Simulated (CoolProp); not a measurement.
A single-stage vapour-compression cycle with neopentane: evaporating at 277.15 K (dew point), condensing at 318.15 K (bubble point), superheat 8 K, subcooling 0 K, compressor efficiency 0.9, no pressure losses. Each further row changes one setting.

Model: reference Helmholtz-energy equation of state, Lemmon 2006, in CoolProp. It is a short technical equation, of lower accuracy than the large ones.

| case | cooling COP | pressure ratio | discharge temperature (K) | refrigerating effect (kJ/kg) | volumetric capacity (kJ/m³) |
|---|---|---|---|---|---|
| as stated | 5.00 | 3.76 | 318.1 | 238 | 621 |
| evaporating temperature 282.15 K | 5.95 | 3.12 | 318.6 | … | 761 |
| condensing temperature 313.15 K | … | … | 314.3 | 250 | 652 |
| subcooling 5 K | 5.25 | 3.76 | 318.1 | 250 | 652 |
| superheat 18 K | 5.14 | 3.76 | 327.8 | 255 | 639 |
| compressor efficiency 0.8 | … | 3.76 | 321.1 | 238 | 621 |

What belongs in the gaps?


- evaporating temperature 282.15 K, refrigerating effect (kJ/kg): 246
- condensing temperature 313.15 K, cooling COP: 5.88
- condensing temperature 313.15 K, pressure ratio: 3.26
- compressor efficiency 0.8, cooling COP: 4.44

The compression ends wet for: as stated; subcooling 5 K.
